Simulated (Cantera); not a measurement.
A jet of 3.33 % CH4, 11.8 % O2, 84.9 % N2, equivalence ratio 0.56 at 300 K and 0.220 bar hits a platinum plate 6 cm away at a mass flux of 0.097 kg/m²/s; the plate temperature is set and raised in steps from an oxygen-covered start.

Detailed kinetics in Cantera: Deutschmann's 1995 Pt surface mechanism with GRI-Mech 3.0 gas chemistry. Catalytic surfaces can have several steady states; this one follows from the mechanism file's or the stated starting coverage.

x: mole fraction at the wall; θ: surface coverage.

| plate T (K) | wall x CH4 | wall x O2 | wall x H2O | wall x OH | wall x CO | wall x CO2 | θ free Pt | θ O* | θ OH* |
|---|---|---|---|---|---|---|---|---|---|
| 950 | 0.0130 | 0.0749 | 0.0377 | 7.37e-8 | 6.35e-6 | 0.0250 | 0.237 | 0.761 | 0.00210 |
| 1000 | (withheld) | (withheld) | (withheld) | (withheld) | 5.88e-6 | (withheld) | (withheld) | (withheld) | 0.00208 |
| 1050 | 0.00629 | 0.0607 | 0.0499 | 4.72e-7 | 5.56e-6 | 0.0332 | 0.378 | 0.620 | 0.00194 |
| 1100 | (withheld) | 0.0574 | 0.0527 | (withheld) | 5.42e-6 | 0.0351 | (withheld) | (withheld) | (withheld) |
| 1150 | 0.00363 | 0.0553 | 0.0545 | 2.03e-6 | 5.49e-6 | 0.0363 | 0.511 | 0.488 | 0.00156 |

Some entries are withheld; supply them.


- 1000, wall x CH4: 0.00886
- 1000, wall x O2: 0.0661
- 1000, wall x H2O: 0.0453
- 1000, wall x OH: 1.98e-7
- 1000, wall x CO2: 0.0301
- 1000, θ free Pt: 0.308
- 1000, θ O*: 0.690
- 1100, wall x CH4: 0.00467
- 1100, wall x OH: 1.02e-6
- 1100, θ free Pt: 0.446
- 1100, θ O*: 0.552
- 1100, θ OH*: 0.00175
